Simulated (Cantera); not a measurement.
Charge: 1 mol C2H4, 0.039 mol CO2, 0.27 mol N2, 6.7 mol H2, at 725 K and 0.270 bar.

These are equilibrium values from Cantera (NASA tables, ideal gas, pure condensed phases), not measurements of a reactor. Candidate condensed phases: C, C6H6, C7H8, C8H18, H2O; 136 gas species. Rates play no part.

Base state: H2 0.656, CH4 0.294, N2 0.0389, H2O 0.0111, NH3 0.000194, CO 0.000160, CO2 2.03e-5 (mole fractions); condensed: gas only.

What changes in the equilibrium state with this change: 0.012 mol O2 added?


| species | before | after |
|---|---|---|
| H2 | 0.656 | 0.652 |
| CH4 | 0.294 | 0.294 |
| N2 | 0.0389 | 0.0388 |
| H2O | 0.0111 | 0.0144 |
| CO2 | 2.03e-5 | 3.54e-5 |
| CO | 0.000160 | 0.000212 |
| NH3 | 0.000194 | 0.000192 |

What changes in the equilibrium state with this change: temperature from 725 K to 1000 K?


```tsv
species	before	after
H2	0.656	0.938
N2	0.0389	0.0305
CH4	0.294	0.0227
H2O	0.0111	0.000801
CO	0.000160	0.00800
NH3	0.000194	2.49e-5
CO2	2.03e-5	9.81e-6
C(graphite), mol	0	1.77
```
